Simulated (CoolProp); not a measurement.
Propane along the isobar 4350 kPa: density (kg/m³) from the reference equation and from simpler models built on Tc = 369.9 K, pc = 4251 kPa, ω = 0.152; each cubic takes its own stable root.

Model: reference Helmholtz-energy equation of state, Lemmon 2009, in CoolProp.

```csv
T (K),phase,reference,van der Waals,Redlich-Kwong,Soave-Redlich-Kwong,Peng-Robinson
282,liquid,524.4,341.7,482.7,492.7,557.1
312.1,liquid,480.7,314.3,432.3,442.6,500.2
342.2,liquid,423.1,277.1,365.2,373.7,420.7
372.3,supercritical,156.7,152.1,152.7,148.9,159.1
402.4,supercritical,85.23,85.92,86.22,84.27,87.99
432.5,supercritical,69.53,71.15,70.59,68.84,71.36
462.6,supercritical,60.43,62.18,61.38,59.80,61.70
492.7,supercritical,54.10,55.79,54.94,53.51,55.02
522.8,supercritical,49.31,50.88,50.06,48.75,49.99
552.9,supercritical,45.48,46.93,46.16,44.96,46.00
```
